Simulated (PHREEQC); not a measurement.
0.39 g of hydrous ferric oxide (600 m²/g; 0.2 weak and 0.005 strong sites per Fe, Dzombak-Morel constants, diffuse double layer) in 1 kg of water with 0.05 mol/kgw of an inert sodium salt, at 25 °C; the pH is set by adding NaOH or the inert anion's acid. Oxygen is held at 0.21 atm. CO2 from the air is kept out. No solid was allowed to form.

Computed with PHREEQC (ion-association model, wateq4f.dat).

Predict surface charge σ (C/m²), surface potential ψ (mV) at pH = 4, 10.


| pH | surface charge σ (C/m²) | surface potential ψ (mV) |
|---|---|---|
| 4 | 0.294 | 160 |
| 10 | -0.074 | -90 |
